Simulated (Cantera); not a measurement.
**Transport properties of process gases**

Gas mixture: N₂O = 0.69 (molar parts), at 13300 Pa, frozen composition.

Cantera's kinetic-theory transport with the Lennard-Jones parameters of GRI-Mech 3.0, ideal gas; thermal conductivity in the mixture-averaged form. The composition is frozen, though it would react at the higher temperatures.

```json
[
 {"T (K)": "400", "ρ (kg/m³)": "0.176", "cp (J/kg/K)": "970.3", "μ (µPa s)": "19.5", "λ (mW/m/K)": "25.5", "Pr": "0.741", "D (cm²/s) H": "12.6", "D (cm²/s) CH₄": "2.21", "D (cm²/s) CO₂": "1.46"},
 {"T (K)": "600", "ρ (kg/m³)": "0.118", "cp (J/kg/K)": "1101", "μ (µPa s)": "27.3", "λ (mW/m/K)": "40.7", "Pr": "0.739", "D (cm²/s) H": "26.1", "D (cm²/s) CH₄": "4.56", "D (cm²/s) CO₂": "3.08"},
 {"T (K)": "800", "ρ (kg/m³)": "0.0882", "cp (J/kg/K)": "1192", "μ (µPa s)": "34.0", "λ (mW/m/K)": "54.9", "Pr": "0.739", "D (cm²/s) H": "43.0", "D (cm²/s) CH₄": "7.51", "D (cm²/s) CO₂": "5.13"},
 {"T (K)": "1000", "ρ (kg/m³)": "0.0706", "cp (J/kg/K)": "1255", "μ (µPa s)": "40.0", "λ (mW/m/K)": "68.0", "Pr": "0.739", "D (cm²/s) H": "62.9", "D (cm²/s) CH₄": "11.0", "D (cm²/s) CO₂": "7.56"},
 {"T (K)": "1200", "ρ (kg/m³)": "0.0588", "cp (J/kg/K)": "1294", "μ (µPa s)": "45.5", "λ (mW/m/K)": "80.1", "Pr": "0.735", "D (cm²/s) H": "85.6", "D (cm²/s) CH₄": "15.0", "D (cm²/s) CO₂": "10.3"},
 {"T (K)": "1400", "ρ (kg/m³)": "0.0504", "cp (J/kg/K)": "1327", "μ (µPa s)": "50.5", "λ (mW/m/K)": "91.4", "Pr": "0.733", "D (cm²/s) H": "111", "D (cm²/s) CH₄": "19.4", "D (cm²/s) CO₂": "13.4"},
 {"T (K)": "1600", "ρ (kg/m³)": "0.0441", "cp (J/kg/K)": "1353", "μ (µPa s)": "55.2", "λ (mW/m/K)": "102", "Pr": "0.732", "D (cm²/s) H": "139", "D (cm²/s) CH₄": "24.3", "D (cm²/s) CO₂": "16.8"},
 {"T (K)": "1800", "ρ (kg/m³)": "0.0392", "cp (J/kg/K)": "1375", "μ (µPa s)": "59.7", "λ (mW/m/K)": "112", "Pr": "0.732", "D (cm²/s) H": "169", "D (cm²/s) CH₄": "29.5", "D (cm²/s) CO₂": "20.5"}
]
```
D: mixture-averaged diffusion coefficient of that species in the mixture.
